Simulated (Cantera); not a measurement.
## Diamond growth

A diamond (100) surface in a fixed gas of H2 with x(CH4) = 0.0055, x(H) = 0.0024, at 1300 K, 24.0 Torr; coverages are run to steady state.

Detailed kinetics in Cantera: the Harris–Goodwin 1993 mechanism for the reconstructed diamond (100) surface.

```
x(CH3)   growth (µm/h)  θ c6HH  θ c6H*  θ c6*H  θ c6**    θ c6HM
-------  -------------  ------  ------  ------  ------  --------
1e-06          0.00428   0.398  0.0483   0.516  0.0379   1.42e-6
2.1e-06        0.00898   0.398  0.0483   0.516  0.0379   2.98e-6
4.4e-06         0.0188   0.398  0.0483   0.516  0.0379   6.25e-6
9.2e-06         0.0393   0.398  0.0483   0.516  0.0379   1.31e-5
1.9e-05         0.0812   0.398  0.0483   0.516  0.0379   2.70e-5
4e-05            0.171   0.398  0.0483   0.516  0.0378   5.67e-5
8.5e-05          0.361   0.397  0.0483   0.516  0.0377  0.000120
0.00018          0.760   0.397  0.0483   0.516  0.0374  0.000254
0.00037           1.54   0.397  0.0482   0.515  0.0368  0.000519
```
θ: site fractions in the mechanism's names (c6HH fully hydrogenated, c6H* and c6*H radical sites, c6** diradical, c6HM methylated).
